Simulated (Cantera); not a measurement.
**Thermodynamics of abatement and gas-phase synthesis, feed N2O + SO2 + N2**

Charge: 1 mol N2O, a varied amount of SO2, 0.53 mol N2, at 1148.15 K and 0.0270 bar.

Method: chemical equilibrium by Gibbs-energy minimisation in Cantera with the NASA 1993 tables (ideal gas, pure condensed phases). Candidate condensed phases: S; 17 gas species. Equilibrium is a limit: real reactors are often held back by kinetics, nucleation or transport.

From 0.0071 mol SO2 to 0.073 mol SO2 nothing is condensed.

```
n(SO2) (mol)   x N2   x O2    x SO2     x SO3      x NO
------------  -----  -----  -------  --------  --------
0.0071        0.751  0.245  0.00338  0.000110  0.000136
0.0087        0.750  0.245  0.00413  0.000134  0.000136
0.011         0.750  0.245  0.00522  0.000169  0.000136
0.013         0.749  0.245  0.00616  0.000200  0.000136
0.016         0.748  0.244  0.00758  0.000245  0.000136
0.019         0.747  0.244  0.00898  0.000291  0.000136
0.023         0.745  0.243   0.0109  0.000351  0.000135
0.028         0.744  0.243   0.0132  0.000425  0.000135
0.034         0.741  0.242   0.0160  0.000514  0.000135
0.041         0.739  0.241   0.0192  0.000617  0.000134
0.05          0.736  0.240   0.0233  0.000748  0.000134
0.06          0.732  0.239   0.0278  0.000891  0.000133
0.073         0.728  0.237   0.0337   0.00107  0.000132
```
x: gas mole fraction; nothing condenses.
